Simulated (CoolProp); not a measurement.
Values from CoolProp's reference Helmholtz-energy equation of state, Span 1996.

Q: For carbon dioxide, give the phase and the Joule-Thomson coefficient (K/MPa), viscosity (µPa s), Prandtl number at 221.6 K and 0.0984 MPa; 221.6 K and 1.35 MPa; 221.6 K and 3.84 MPa.

A: 
- 221.6 K and 0.0984 MPa: gas; Joule-Thomson coefficient 24.4, viscosity 11.2, Prandtl number 0.790
- 221.6 K and 1.35 MPa: liquid; Joule-Thomson coefficient -0.129, viscosity 234, Prandtl number 2.68
- 221.6 K and 3.84 MPa: liquid; Joule-Thomson coefficient -0.139, viscosity 240, Prandtl number 2.68

Viscosity comes from a separate model (Laesecke 2017). Thermal conductivity comes from a separate model (Huber 2016).
